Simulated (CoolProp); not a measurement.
Properties of R507A along the isotherm 374.2 K.

The numbers come from the reference Helmholtz-energy equation of state, Lemmon 2003 in CoolProp. It is a pseudo-pure fit of the blend.

| p (bar) | phase | cv (kJ/(kg K)) | Joule-Thomson coefficient (K/MPa) | conductivity (mW/(m K)) |
|---|---|---|---|---|
| 5.05 | gas | 0.9140 | 8.418 | 19.4 |
| 10.1 | gas | 0.9243 | 8.638 | 20.0 |
| 15.2 | gas | 0.9353 | 8.879 | 20.6 |
| 20.2 | gas | 0.9468 | 9.133 | 21.3 |
| 25.3 | gas | 0.9595 | 9.405 | 22.1 |
| 30.3 | gas | 0.9731 | 9.674 | 23.0 |
| 35.4 | gas | 0.9886 | 9.926 | 24.1 |
| 40.4 | supercritical | 1.005 | 10.10 | 25.5 |
| 45.5 | supercritical | 1.025 | 10.09 | 27.3 |
| 50.5 | supercritical | 1.045 | 9.716 | 29.6 |
| 55.6 | supercritical | 1.062 | 8.746 | 32.6 |

Thermal conductivity comes from a separate model (Geller 2001).
